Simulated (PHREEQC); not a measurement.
Solution A (0.012 mol ZnCl2, 0.00035 mol KCl and 0.04 mol HCl per kg of water) is mixed with solution B (0.0014 mol HCl and 0.0065 mol NiCl2 per kg of water) at 25 °C; shares are by mass of water, 1 kg in all. O2 is buffered at 0.21 atm. The system is closed to CO2. The run lets Zincite(c), Zn5(OH)8Cl2, Ni(OH)2 precipitate or redissolve, and no other solid.

Equilibrium calculation in PHREEQC: ion-association model, wateq4f.dat.

```
share of solution B    pH  ZnCl+ (mol/kgw)
-------------------  ----  ---------------
0                    1.48         0.000822
0.1                  1.52         0.000700
0.2                   [?]              [?]
0.3                  1.62         0.000478
0.4                  1.68              [?]
0.5                  1.75         0.000290
0.6                  1.84         0.000210
0.7                   [?]         0.000140
0.8                  2.10              [?]
0.9                  2.33              [?]
1                    2.91                0
```

Some entries are withheld; supply them.


- 0.2, pH: 1.56
- 0.2, ZnCl+ (mol/kgw): 0.000585
- 0.4, ZnCl+ (mol/kgw): 0.000380
- 0.7, pH: 1.95
- 0.8, ZnCl+ (mol/kgw): 8.09e-5
- 0.9, ZnCl+ (mol/kgw): 3.38e-5
